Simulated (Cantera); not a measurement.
Cantera run:

```python
import numpy as np
import cantera as ct

gas_names = """
    C CH CH2 CH3 CH4 C2 C2H C2H2,acetylene C2H2,vinylidene C2H3,vinyl C2H4 C2H5 C2H6 C3 C3H3,propargyl
    C3H4,allene C3H4,propyne C3H4,cyclo- C3H5,allyl C3H6,propylene C3H6,cyclo- C3H7,n-propyl
    C3H7,i-propyl C3H8 C4 C4H2 C4H4,1,3-cyclo- C4H6,butadiene C4H6,2-butyne C4H6,cyclo- C4H8,1-butene
    C4H8,cis2-buten C4H8,tr2-butene C4H8,isobutene C4H8,cyclo- C4H9,n-butyl C4H9,i-butyl C4H9,s-butyl
    C4H9,t-butyl C4H10,isobutane C4H10,n-butane C5 C5H6,1,3cyclo- C5H8,cyclo- C5H10,1-pentene
    C5H10,cyclo- C5H11,pentyl C5H11,t-pentyl C5H12,n-pentane C5H12,i-pentane CH3C(CH3)2CH3 C6H2
    C6H5,phenyl C6H6 C6H10,cyclo- C6H12,1-hexene C6H12,cyclo- C6H13,n-hexyl C7H7,benzyl C7H8
    C7H14,1-heptene C7H15,n-heptyl C7H16,n-heptane C8H8,styrene C8H10,ethylbenz C8H16,1-octene
    C8H17,n-octyl C8H18,isooctane C8H18,n-octane C9H19,n-nonyl C10H8,naphthale C10H21,n-decyl
    C12H9,o-bipheny C12H10,bipheny H H2 Ti
""".split()
cond_names = """
    C(gr) C6H6(L) C7H8(L) C8H18(L),n-octa Ti(a) Ti(b) Ti(L) TiC(s) TiC(L)
""".split()


def load(file, names, dense=False):
    # The tables refer to 1 bar. Condensed volumes are neglected.
    table = {s.name: s for s in ct.Species.list_from_file(file)}
    out = []
    for n in names:
        d = dict(table[n].input_data)
        d["thermo"] = dict(d["thermo"], **{"reference-pressure": 1e5})
        if dense:
            d["equation-of-state"] = {"model": "constant-volume", "density": "1e6 g/cm^3"}
        out.append(ct.Species.from_dict(d))
    return out


gas = ct.Solution(thermo="ideal-gas", species=load("nasa_gas.yaml", gas_names))
cond = {s.name: ct.Solution(thermo="fixed-stoichiometry", species=[s], name=s.name)
        for s in load("nasa_condensed.yaml", cond_names, dense=True)}
atoms = {
    'Ti': {'Ti': 1},
    'CH4': {'C': 1, 'H': 4},
}
top_T = {'C(gr)': 4500}  # K; cautious upper limits of use, not melting points


def equilibrate(T, P, feed):
    n = {}
    for name, mol in feed.items():
        for a, k in atoms[name].items():
            n[a] = n.get(a, 0.0) + k * mol
    gas.TPX = T, P, n
    mass = sum(n.values()) * gas.mean_molecular_weight
    gas.equilibrate("TP")
    valid = [c for c in cond.values() if c.min_temp <= T <= top_T.get(c.name, c.max_temp)]
    mix = ct.Mixture([(gas, mass / gas.mean_molecular_weight)] + [(c, 0.0) for c in valid])
    mix.T, mix.P = T, P
    mix.equilibrate("TP", solver="vcs", rtol=1e-11, max_steps=5000)
    return mix


results = []
T = 1098  # K
P = 32000  # Pa
for m in [0.38, 0.44, 0.51, 0.6, 0.7, 0.82, 0.96, 1.1, 1.3, 1.5]:
    feed = {'Ti': 1, 'CH4': m}  # mol
    mix = equilibrate(T, P, feed)
    results.append((T, P, feed, dict(zip(mix.species_names, mix.species_moles))))
    x = sorted(zip(gas.X, gas.species_names), reverse=True)
    print(f"T = {T:g} K  P = {P:g} Pa  n(CH4) = {m:g} mol  gas = {mix.phase_moles(0):.4g} mol")
    print("   x: " + "  ".join(f"{s} {v:.3e}" for v, s in x if v > 1e-06))
    print("   condensed (mol): " + ("  ".join(f"{mix.phase(i).name} {mix.phase_moles(i):.4g}"
          for i in range(1, mix.n_phases) if mix.phase_moles(i) > 1e-12) or "none"))
```

Output:

```
T = 1098 K  P = 32000 Pa  n(CH4) = 0.38 mol  gas = 0.76 mol
   x: H2 1.000e+00
   condensed (mol): Ti(a) 0.62  TiC(s) 0.38
T = 1098 K  P = 32000 Pa  n(CH4) = 0.44 mol  gas = 0.88 mol
   x: H2 1.000e+00
   condensed (mol): Ti(a) 0.56  TiC(s) 0.44
T = 1098 K  P = 32000 Pa  n(CH4) = 0.51 mol  gas = 1.02 mol
   x: H2 1.000e+00
   condensed (mol): Ti(a) 0.49  TiC(s) 0.51
T = 1098 K  P = 32000 Pa  n(CH4) = 0.6 mol  gas = 1.2 mol
   x: H2 1.000e+00
   condensed (mol): Ti(a) 0.4  TiC(s) 0.6
T = 1098 K  P = 32000 Pa  n(CH4) = 0.7 mol  gas = 1.4 mol
   x: H2 1.000e+00
   condensed (mol): Ti(a) 0.3  TiC(s) 0.7
T = 1098 K  P = 32000 Pa  n(CH4) = 0.82 mol  gas = 1.64 mol
   x: H2 1.000e+00
   condensed (mol): Ti(a) 0.18  TiC(s) 0.82
T = 1098 K  P = 32000 Pa  n(CH4) = 0.96 mol  gas = 1.92 mol
   x: H2 1.000e+00
   condensed (mol): Ti(a) 0.04  TiC(s) 0.96
T = 1098 K  P = 32000 Pa  n(CH4) = 1.1 mol  gas = 2.175 mol
   x: H2 9.886e-01  CH4 1.143e-02
   condensed (mol): C(gr) 0.07514  TiC(s) 1
T = 1098 K  P = 32000 Pa  n(CH4) = 1.3 mol  gas = 2.571 mol
   x: H2 9.886e-01  CH4 1.143e-02
   condensed (mol): C(gr) 0.2706  TiC(s) 1
T = 1098 K  P = 32000 Pa  n(CH4) = 1.5 mol  gas = 2.966 mol
   x: H2 9.886e-01  CH4 1.143e-02
   condensed (mol): C(gr) 0.4661  TiC(s) 1
```

Cantera equilibrium calculation (NASA polynomials, part measured and part estimated; ideal gas, pure solids and liquids). Mutual solubility and eutectic melting of coexisting phases are not modelled. TiC: taken at fixed stoichiometry. Condensed phases not in the tables: N, O or C dissolved in the metal.
